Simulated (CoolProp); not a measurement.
Properties of the fluoroketone C6F12O (FK-5-1-12) along the isotherm -32.45 °C (Tc = 168.7 °C, pc = 18.69 bar, ω = 0.471).

The numbers come from the reference Helmholtz-energy equation of state, McLinden 2015 in CoolProp.

```tsv
p (bar)	phase	density (kg/m³)	cp (kJ/(kg K))	expansivity (1/kK)
20.8	liquid	1771	1.090	1.507
41.5	liquid	1776	1.088	1.476
62.3	liquid	1781	1.087	1.447
83.1	liquid	1786	1.086	1.421
104	liquid	1791	1.085	1.396
125	liquid	1795	1.084	1.372
145	liquid	1800	1.083	1.351
166	liquid	1804	1.082	1.329
187	liquid	1808	1.081	1.309
```
